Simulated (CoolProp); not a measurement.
Vapour-liquid equilibrium of R227EA (1) + isobutene (2) at 7.94 bar; x and y are mole fractions of (1).

Values from CoolProp's multi-fluid Helmholtz-energy mixture model, Lemmon 2016 and Lemmon 2005; pair parameters Bell 2016.

Task: Give the bubble temperature and the first vapour's composition at x = 0.35, 0.65, 0.75. Is there an azeotrope?

Result: x = 0.35: 44.3 °C, y = 0.479; x = 0.65: 41.8 °C, y = 0.662; x = 0.75: 41.9 °C, y = 0.735. y crosses x between x = 0.65 and 0.75: the model has an azeotrope there.

Pair parameters are fitted to limited data, so mixtures are less certain than the pure fluids.
